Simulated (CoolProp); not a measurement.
Vapour-liquid equilibrium of neopentane (1) + n-pentane (2) at 54.1 kPa; x and y are mole fractions of (1).

Model: multi-fluid Helmholtz-energy mixture model, Lemmon 2006 and Thol 2019; pair parameters Bell 2016, in CoolProp.

```json
[
 {"x": "0.05", "bubble temperature (°C)": "16.8", "y at the bubble point": "0.121", "dew temperature at overall composition x (°C)": "18.0", "liquid density (mol/L)": "8.696"},
 {"x": "0.15", "bubble temperature (°C)": "13.1", "y at the bubble point": "0.320", "dew temperature at overall composition x (°C)": "16.3", "liquid density (mol/L)": "8.695"},
 {"x": "0.25", "bubble temperature (°C)": "9.7", "y at the bubble point": "0.474", "dew temperature at overall composition x (°C)": "14.4", "liquid density (mol/L)": "8.690"},
 {"x": "0.35", "bubble temperature (°C)": "6.8", "y at the bubble point": "0.596", "dew temperature at overall composition x (°C)": "12.5", "liquid density (mol/L)": "8.680"},
 {"x": "0.45", "bubble temperature (°C)": "?", "y at the bubble point": "0.693", "dew temperature at overall composition x (°C)": "10.3", "liquid density (mol/L)": "8.668"},
 {"x": "0.55", "bubble temperature (°C)": "?", "y at the bubble point": "?", "dew temperature at overall composition x (°C)": "7.9", "liquid density (mol/L)": "8.653"},
 {"x": "0.65", "bubble temperature (°C)": "?", "y at the bubble point": "0.838", "dew temperature at overall composition x (°C)": "5.4", "liquid density (mol/L)": "8.636"},
 {"x": "0.75", "bubble temperature (°C)": "?", "y at the bubble point": "0.893", "dew temperature at overall composition x (°C)": "2.5", "liquid density (mol/L)": "8.617"},
 {"x": "0.85", "bubble temperature (°C)": "-4.2", "y at the bubble point": "0.940", "dew temperature at overall composition x (°C)": "-0.8", "liquid density (mol/L)": "?"},
 {"x": "0.95", "bubble temperature (°C)": "-5.9", "y at the bubble point": "0.981", "dew temperature at overall composition x (°C)": "?", "liquid density (mol/L)": "8.576"}
]
```

### Question
Some entries are withheld; supply them.

### Answer

- 0.45, bubble temperature (°C): 4.1
- 0.55, bubble temperature (°C): 1.8
- 0.55, y at the bubble point: 0.772
- 0.65, bubble temperature (°C): -0.4
- 0.75, bubble temperature (°C): -2.4
- 0.85, liquid density (mol/L): 8.597
- 0.95, dew temperature at overall composition x (°C): -4.6

No azeotrope shows between x = 0.05 and 0.95.

Pair parameters are fitted to limited data, so mixtures are less certain than the pure fluids.
